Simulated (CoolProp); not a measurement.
A single-stage vapour-compression cycle with the fluid: evaporating at 206.15 K (dew point), condensing at 234.15 K (bubble point), superheat 5 K, subcooling 0 K, compressor efficiency 0.85, no pressure losses. The same conditions are run with several fluids, on thermodynamics alone (safety and materials aside).

Values from CoolProp's reference Helmholtz-energy equation of state of each fluid (dimethyl ether: Wu 2011; nitrous oxide: Lemmon 2006; R125: Lemmon 2005; CH3F (R41): Lemmon 2006; chlorine: Thol 2021; carbonyl sulfide: Lemmon 2006).

```csv
fluid,cooling COP,pressure ratio,discharge temperature (K),refrigerating effect (kJ/kg),volumetric capacity (kJ/m³)
dimethyl ether,5.61,___,___,___,124
nitrous oxide,5.30,3.10,285.4,___,2520
R125,5.56,___,252.6,___,369
CH3F (R41),___,3.27,288.1,418,1560
chlorine,___,4.46,324.0,281,207
carbonyl sulfide,5.49,3.83,294.3,290,435
```

Q: What belongs in the gaps?

A: 
- dimethyl ether, pressure ratio: 5.06
- dimethyl ether, discharge temperature (K): 275.4
- dimethyl ether, refrigerating effect (kJ/kg): 456
- nitrous oxide, refrigerating effect (kJ/kg): 303
- R125, pressure ratio: 4.29
- R125, refrigerating effect (kJ/kg): 146
- CH3F (R41), cooling COP: 5.36
- chlorine, cooling COP: 5.34
